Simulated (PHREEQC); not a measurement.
**Nickel, zinc or cadmium bath (model solution)**

A solution holds 0.066 mol/kgw NiSO4 and 0.0013 mol/kgw HCl, at 90 °C. Closed to the air; pH follows from the charge balance.

All values are PHREEQC results (ion-association model, wateq4f.dat), not measurements.

This is a speciation only: nothing precipitates in the calculation.

Task: Estimate the pH, ionic strength.

Result: pH 3.82; ionic strength 0.142 mol/kgw.

Task: In which forms is S present?

Result: SO4-2 52 %, NiSO4 46 %, HSO4- 1.7 % of the S.

Species that the database lacks are ignored. Constants without temperature data keep their 25 °C values here.
